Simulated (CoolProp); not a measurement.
Saturated liquid density (kg/m³) of propylene: the reference equation beside estimates from Tc = 91.1 °C, pc = 45.55 bar, ω = 0.146.

The numbers come from the reference Helmholtz-energy equation of state, Lemmon 2013 in CoolProp.

| T (°C) | reference | van der Waals | Redlich-Kwong | Soave-Redlich-Kwong | Peng-Robinson |
|---|---|---|---|---|---|
| 9.85 | 531.2 | 335.0 | 476.8 | 488.3 | 553.9 |
| 16.75 | 520.1 | 327.8 | 463.8 | 475.6 | 539.5 |
| 23.75 | 508.4 | 320.1 | 450.0 | 461.8 | 524.0 |
| 30.75 | 496.1 | 312.0 | 435.3 | 447.2 | 507.3 |
| 37.75 | 483.0 | 303.4 | 419.8 | 431.5 | 489.3 |
| 44.75 | 469.0 | 294.1 | 403.1 | 414.6 | 469.9 |
| 51.75 | 453.7 | 284.1 | 385.2 | 396.3 | 448.6 |
| 58.75 | 436.9 | 273.2 | 365.7 | 376.2 | 425.2 |
| 65.75 | 418.0 | 261.0 | 344.1 | 353.7 | 398.8 |

Absolute difference from the reference over all 9 rows, mean and median: van der Waals 37.2 and 37.2 %, Redlich-Kwong 13.4 and 13.1 %, Soave-Redlich-Kwong 11.1 and 10.7 %, Peng-Robinson 2.6 and 2.7 %.
